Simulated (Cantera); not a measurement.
Input: 1 mol C, 0.012 mol NH₃, 42 mol N₂, held at 2025 K and 0.000140 bar.

These are equilibrium values from Cantera (NASA tables, ideal gas, pure condensed phases), not measurements of a reactor. Candidate condensed phases: C, C₆H₆, C₇H₈, C₈H₁₈; 92 gas species. The numbers say what is thermodynamically allowed, not how fast it happens.

Base state: N₂ 0.999, H 0.000737, HCN 7.36e-5, CN 6.58e-5, H₂ 2.05e-5 (mole fractions); condensed: C(graphite).

Task: What changes in the equilibrium state with this change: NH₃ from 0.012 to 1 mol?

Result: 
| species | before | after |
|---|---|---|
| N₂ | 0.999 | 0.953 |
| H | 0.000737 | 0.0234 |
| H₂ | 2.05e-5 | 0.0207 |
| C₂H₂ (acetylene) | 1.86e-8 | 1.88e-5 |
| HNC | 4.38e-6 | 0.000136 |
| HCN | 7.36e-5 | 0.00229 |
| CN | 6.58e-5 | 6.43e-5 |
| C(graphite), mol | 0.994 | 0.887 |
